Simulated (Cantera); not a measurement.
What does this Cantera script print?

```python
import numpy as np
import cantera as ct

gas = ct.Solution("h2o2.yaml")
gas.TPX = 1248, 13332, {'H2': 1.9, 'O2': 1, 'N2': 7.2}
reactor = ct.IdealGasConstPressureReactor(gas, energy="off", clone=False)
net = ct.ReactorNet([reactor])
net.rtol, net.atol = 1e-08, 1e-18
show = ['H2', 'O2', 'O', 'H2O', 'OH', 'H2O2', 'H']
times = np.geomspace(0.0003, 200, 14)

steps = ct.SolutionArray(gas, extra=["t"])
rows = []
print(f"{'t/s':>10s}{'T/K':>9s}{'P/Pa':>11s}" + "".join(f"{s:>11s}" for s in show))
for t in times:
    while net.time < t:
        t_next = net.step()
        steps.append(gas.state, t=t_next)
    rows.append([np.interp(t, steps.t, y) for y in (steps.T, steps.P, *steps(*show).X.T)])
    print(f"{t:10.3e}{rows[-1][0]:9.1f}{rows[-1][1]:11.4g}" + "".join(f"{x:11.3e}" for x in rows[-1][2:]))
rate = np.gradient(steps.T, steps.t)
print("integrator steps:", len(steps.t))
if steps.T.max() > steps.T[0] + 200:
    print(f"time of steepest temperature rise: {steps.t[rate.argmax()]:.4e} s")
gas.TPX = 1248, 13332, {'H2': 1.9, 'O2': 1, 'N2': 7.2}
gas.equilibrate("TP")
print(f"equilibrium (TP): T = {gas.T:.1f} K  " + "  ".join(f"{s} {gas[s].X[0]:.3e}" for s in show))
```

It prints:

```
       t/s      T/K       P/Pa         H2         O2          O        H2O         OH       H2O2          H
 3.000e-04   1248.0  1.333e+04  1.834e-01  9.709e-02  3.782e-04  3.230e-03  2.223e-04  6.140e-08  2.767e-03
 8.416e-04   1248.0  1.333e+04  2.509e-02  2.775e-02  9.671e-03  1.352e-01  3.787e-03  4.669e-07  6.355e-02
 2.361e-03   1248.0  1.333e+04  1.746e-02  1.763e-02  3.463e-03  1.710e-01  2.512e-03  5.401e-07  2.384e-02
 6.624e-03   1248.0  1.333e+04  8.702e-03  1.041e-02  9.071e-04  1.934e-01  1.351e-03  5.191e-07  5.738e-03
 1.858e-02   1248.0  1.333e+04  3.204e-03  7.027e-03  2.133e-04  2.031e-01  6.650e-04  3.905e-07  9.960e-04
 5.213e-02   1248.0  1.333e+04  8.411e-04  5.812e-03  4.477e-05  2.065e-01  3.057e-04  1.976e-07  1.183e-04
 1.462e-01   1248.0  1.333e+04  1.580e-04  5.509e-03  7.810e-06  2.074e-01  1.282e-04  6.234e-08  9.294e-06
 4.103e-01   1248.0  1.333e+04  2.614e-05  5.464e-03  1.299e-06  2.076e-01  5.257e-05  1.459e-08  6.325e-07
 1.151e+00   1248.0  1.333e+04  4.987e-06  5.461e-03  2.568e-07  2.076e-01  2.343e-05  3.383e-09  5.417e-08
 3.229e+00   1248.0  1.333e+04  1.235e-06  5.462e-03  6.558e-08  2.076e-01  1.184e-05  9.265e-10  6.833e-09
 9.058e+00   1248.0  1.333e+04  4.264e-07  5.463e-03  2.281e-08  2.076e-01  6.985e-06  3.345e-10  1.399e-09
 2.541e+01   1248.0  1.333e+04  2.663e-07  5.463e-03  1.407e-08  2.076e-01  5.486e-06  2.104e-10  6.887e-10
 7.129e+01   1248.0  1.333e+04  2.571e-07  5.463e-03  1.356e-08  2.076e-01  5.385e-06  2.031e-10  6.529e-10
 2.000e+02   1248.0  1.333e+04  2.571e-07  5.463e-03  1.356e-08  2.076e-01  5.385e-06  2.031e-10  6.528e-10
integrator steps: 2586
equilibrium (TP): T = 1248.0 K  H2 2.571e-07  O2 5.463e-03  O 1.356e-08  H2O 2.076e-01  OH 5.385e-06  H2O2 2.031e-10  H 6.528e-10
```

Detailed kinetics in Cantera: the H2/O2 subset of GRI-Mech 3.0, which has no nitrogen chemistry. The temperature is held fixed by assumption; the heat of reaction is taken as removed at once.
